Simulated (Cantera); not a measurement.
Thermodynamics of carbothermic reduction, feed CuO + CO + CH4

Input: 1 mol CuO, 0.76 mol CO, 1.1 mol CH4, at 0.130 bar.

Cantera equilibrium calculation (NASA polynomials, part measured and part estimated; ideal gas, pure solids and liquids). Candidate condensed phases: C, C6H6, C7H8, C8H18, Cu, CuO, Cu(OH)2, Cu2O, H2O; 113 gas species. Equilibrium is a limit: real reactors are often held back by kinetics, nucleation or transport.

```tsv
T (K)	x H2	x CO	x Cu	x H2O	x CO2	x CH4	x H	n C(graphite)	n Cu(s)	n Cu(l)
800	0.505	0.113	<1e-12	0.174	0.164	0.0446	5.71e-12	0.939	1.00	0
950	0.552	0.383	1.45e-11	0.0257	0.0320	0.00665	1.15e-9	0.290	1.00	0
1100	0.553	0.440	4.58e-9	0.00283	0.00222	0.00143	5.33e-8	0.114	1.00	0
1250	0.555	0.444	3.57e-7	0.000482	0.000247	0.000440	9.99e-7	0.101	1.000	0
1400	0.555	0.444	1.04e-5	0.000119	4.40e-5	0.000173	1.01e-5	0.0999	0	1.000
1550	0.555	0.444	0.000143	3.89e-5	1.11e-5	8.15e-5	6.51e-5	0.0998	0	0.999
1700	0.555	0.444	0.00122	1.54e-5	3.62e-6	4.38e-5	0.000304	0.0996	0	0.995
1850	0.550	0.441	0.00731	7.07e-6	1.41e-6	2.58e-5	0.00111	0.0988	0	0.971
2000	0.534	0.429	0.0331	3.49e-6	6.12e-7	1.57e-5	0.00330	0.0966	0	0.863
2150	0.481	0.389	0.121	1.64e-6	2.59e-7	8.82e-6	0.00811	0.0915	0	0.446
2300	0.429	0.352	0.198	8.22e-7	1.20e-7	5.13e-6	0.0176	0.0813	0	0
```
x: gas mole fraction; n: condensed amount in mol.

From 800 K to 1250 K the condensed part is C(graphite) + Cu(s). From 1400 K to 2150 K the condensed part is C(graphite) + Cu(l). At 2300 K the condensed part is C(graphite).
